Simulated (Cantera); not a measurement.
A Cantera script and what it prints.

```python
import numpy as np
import cantera as ct

gas_names = """
    C CN CO CO2 C2 CCN CNC C2N2 C2O C3 C3O2 C4 C4N2 C5 Fe FeC5O5 FeO N NCO NO NO2 NO3 N2 N2O O O2 O3
""".split()
cond_names = """
    C(gr) Fe(a) Fe(c) Fe(d) Fe(L) FeC5O5(L) FeO(s) FeO(L) Fe2O3(s) Fe3O4(s)
""".split()


# ... load() reads the species with a 1 bar reference pressure and builds the phases ...
atoms = {
    'Fe(CO)5': {'Fe': 1, 'C': 5, 'O': 5},
    'N2': {'N': 2},
}
top_T = {'C(gr)': 4500, 'Fe2O3(s)': 1830, 'Fe3O4(s)': 1870}  # K; cautious upper limits of use, not melting points


# ... equilibrate(T, P, feed) seeds the gas with the atoms and calls Mixture.equilibrate('TP', solver="vcs", rtol=1e-11, max_steps=5000) ...
results = []
feed = {'Fe(CO)5': 1, 'N2': 14}  # mol
P = 320  # Pa
for T in [998, 1023, 1048, 1073, 1098, 1123, 1148]:
    mix = equilibrate(T, P, feed)
    results.append((T, P, feed, dict(zip(mix.species_names, mix.species_moles))))
    x = sorted(zip(gas.X, gas.species_names), reverse=True)
    print(f"T = {T:g} K  P = {P:g} Pa  gas = {mix.phase_moles(0):.4g} mol")
    print("   x: " + "  ".join(f"{s} {v:.3e}" for v, s in x if v > 1e-05))
    print("   condensed (mol): " + ("  ".join(f"{mix.phase(i).name} {mix.phase_moles(i):.4g}"
          for i in range(1, mix.n_phases) if mix.phase_moles(i) > 1e-12) or "none"))
```

Output:

```
T = 998 K  P = 320 Pa  gas = 19 mol
   x: N2 7.369e-01  CO 2.629e-01  CO2 1.308e-04
   condensed (mol): C(gr) 0.002484  Fe(a) 1
T = 1023 K  P = 320 Pa  gas = 19 mol
   x: N2 7.369e-01  CO 2.630e-01  CO2 7.919e-05
   condensed (mol): C(gr) 0.001504  Fe(a) 1
T = 1048 K  P = 320 Pa  gas = 19 mol
   x: N2 7.369e-01  CO 2.631e-01  CO2 4.914e-05
   condensed (mol): C(gr) 0.0009336  Fe(a) 1
T = 1073 K  P = 320 Pa  gas = 19 mol
   x: N2 7.369e-01  CO 2.631e-01  CO2 3.119e-05
   condensed (mol): C(gr) 0.0005926  Fe(a) 1
T = 1098 K  P = 320 Pa  gas = 19 mol
   x: N2 7.369e-01  CO 2.631e-01  CO2 2.023e-05
   condensed (mol): C(gr) 0.0003843  Fe(a) 1
T = 1123 K  P = 320 Pa  gas = 19 mol
   x: N2 7.369e-01  CO 2.631e-01  CO2 1.338e-05
   condensed (mol): C(gr) 0.0002542  Fe(a) 1
T = 1148 K  P = 320 Pa  gas = 19 mol
   x: N2 7.368e-01  CO 2.631e-01
   condensed (mol): C(gr) 0.0001713  Fe(a) 1
```

These are equilibrium values from Cantera (NASA tables, ideal gas, pure condensed phases), not measurements of a reactor. Condensed phases not in the tables: cementite and carbon dissolved in iron.
